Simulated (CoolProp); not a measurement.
Vapour-liquid equilibrium of carbon dioxide (1) + dimethyl ether (2) at 272 K; x and y are mole fractions of (1).

Model: multi-fluid Helmholtz-energy mixture model, Span 1996 and Wu 2011; pair parameters Bell 2016, in CoolProp.

| x | bubble pressure (MPa) | y at the bubble point | dew pressure at overall composition x (MPa) | liquid density (mol/L) |
|---|---|---|---|---|
| 0.05 | 0.3524 | 0.293 | 0.2687 | 15.52 |
| 0.15 | 0.5637 | 0.587 | 0.2980 | 16.13 |
| 0.25 | 0.8001 | 0.732 | 0.3342 | 16.76 |
| 0.35 | 1.062 | 0.818 | 0.3802 | 17.42 |
| 0.45 | 1.351 | 0.873 | 0.4407 | 18.10 |
| 0.55 | 1.665 | 0.911 | 0.5240 | 18.79 |
| 0.65 | 2.003 | 0.939 | 0.6461 | 19.47 |
| 0.75 | 2.363 | 0.960 | 0.8430 | 20.13 |
| 0.85 | 2.747 | 0.978 | 1.215 | 20.72 |
| 0.95 | 3.158 | 0.993 | 2.174 | 21.14 |

No azeotrope shows between x = 0.05 and 0.95.

The pair parameters rest on a limited set of measurements; away from them the model extrapolates.
